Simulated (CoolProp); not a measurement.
Vapour-liquid equilibrium of carbonyl sulfide (1) + propane (2) at 0.324 MPa; x and y are mole fractions of (1).

Model: multi-fluid Helmholtz-energy mixture model, Lemmon 2006 and Lemmon 2009; pair parameters Bell 2016, in CoolProp.

Problem. Give the bubble temperature and the first vapour's composition at x = 0.15, 0.25, 0.75. Is there an azeotrope?

Solution. x = 0.15: -14.1 °C, y = 0.201; x = 0.25: -15.2 °C, y = 0.315; x = 0.75: -19.5 °C, y = 0.797. No azeotrope shows between x = 0.05 and 0.95.

Pair parameters are fitted to limited data, so mixtures are less certain than the pure fluids.
